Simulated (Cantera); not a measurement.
What does this Cantera script print?

```python
import numpy as np
import cantera as ct

gas_names = [...]  # 151 gases of nasa_gas.yaml made of C, H, N, O, Si
cond_names = """
    C(gr) C6H6(L) C7H8(L) C8H18(L),n-octa H2O(s) H2O(L) Si(cr) Si(L) SiC(b) SiO2(Lqz) SiO2(hqz) SiO2(L)
    Si2N2O(s) Si3N4(a)
""".split()


# ... load() reads the species with a 1 bar reference pressure and builds the phases ...
atoms = {
    'SiH4': {'Si': 1, 'H': 4},
    'CO2': {'C': 1, 'O': 2},
    'N2': {'N': 2},
}
top_T = {'C(gr)': 4500, 'SiC(b)': 3050, 'Si2N2O(s)': 2100, 'Si3N4(a)': 2400}  # K; cautious upper limits of use, not melting points


# ... equilibrate(T, P, feed) seeds the gas with the atoms and calls Mixture.equilibrate('TP', solver="vcs", rtol=1e-11, max_steps=5000) ...
results = []
T = 1773.15  # K
P = 78000  # Pa
for m in [6.6, 10, 15, 23, 34, 51, 77, 120, 170]:
    feed = {'SiH4': 1, 'CO2': 23, 'N2': m}  # mol
    mix = equilibrate(T, P, feed)
    results.append((T, P, feed, dict(zip(mix.species_names, mix.species_moles))))

top = {s: max(r[3][s] / sum(r[3][g] for g in gas_names) for r in results) for s in gas_names}
cols = sorted((s for s in top if top[s] > 1e-05), key=lambda s: -top[s])[:6]
seen = [c for c in cond_names if any(r[3].get(c, 0) > 1e-12 for r in results)]
print("log10 of partial pressures in bar; condensed amounts in mol")
print(f"{'n(N2)':>10s}" + "".join(f"{s[:9]:>10s}" for s in cols + seen))
for T, P, feed, n in results:
    ng = sum(n[g] for g in gas_names)
    print(f"{feed['N2']:10.4g}" + "".join(f"{np.log10(max(n[s] / ng * P / 1e5, 1e-99)):10.3f}" for s in cols)
          + "".join(f"{n.get(c, 0):10.4g}" for c in seen))
```

Output:

```
log10 of partial pressures in bar; condensed amounts in mol
     n(N2)        N2       CO2        CO       H2O        H2        OH   SiO2(L)
       6.6    -0.788    -0.326    -1.017    -1.330    -2.590    -4.788         1
        10    -0.652    -0.371    -1.061    -1.374    -2.635    -4.810         1
        15    -0.534    -0.429    -1.119    -1.432    -2.693    -4.839         1
        23    -0.427    -0.508    -1.199    -1.512    -2.772    -4.879         1
        34    -0.347    -0.598    -1.288    -1.601    -2.861    -4.923         1
        51    -0.281    -0.708    -1.398    -1.711    -2.971    -4.978         1
        77    -0.230    -0.835    -1.526    -1.839    -3.099    -5.042         1
       120    -0.190    -0.988    -1.679    -1.992    -3.252    -5.119         1
       170    -0.167    -1.117    -1.807    -2.120    -3.380    -5.183         1
```

Cantera equilibrium calculation (NASA polynomials, part measured and part estimated; ideal gas, pure solids and liquids). The tables hold silica as quartz up to 1696 K and as liquid above; real silica turns to tridymite and cristobalite and melts near 1996 K. Gases not in the tables: Si(OH)4.
